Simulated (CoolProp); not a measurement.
Properties of the fluoroketone C6F12O (FK-5-1-12) along the isobar 0.0818 MPa.

Model: reference Helmholtz-energy equation of state, McLinden 2015, in CoolProp.

```csv
T (°C),phase,Z,cp (kJ/(kg K)),cv (kJ/(kg K)),Joule-Thomson coefficient (K/MPa),isothermal compressibility (1/MPa),fugacity coefficient
102.85,gas,0.9718,0.9394,0.9088,13.79,12.59,0.9725
108.65,gas,0.9734,0.9450,0.9146,13.09,12.57,0.9740
114.35,gas,0.9748,0.9505,0.9204,12.46,12.55,0.9754
120.15,gas,0.9762,0.9563,0.9264,11.85,12.53,0.9767
125.95,gas,0.9775,0.9621,0.9324,11.29,12.51,0.9779
131.65,gas,0.9786,0.9679,0.9384,10.77,12.50,0.9790
137.45,gas,0.9797,0.9738,0.9445,10.28,12.48,0.9801
143.25,gas,0.9808,0.9797,0.9506,9.813,12.47,0.9811
149.05,gas,0.9817,0.9857,0.9567,9.381,12.45,0.9820
154.75,gas,0.9826,0.9916,0.9628,8.984,12.44,0.9829
160.55,gas,0.9835,0.9977,0.9690,8.606,12.43,0.9837
166.35,gas,0.9843,1.004,0.9751,8.251,12.42,0.9845
```
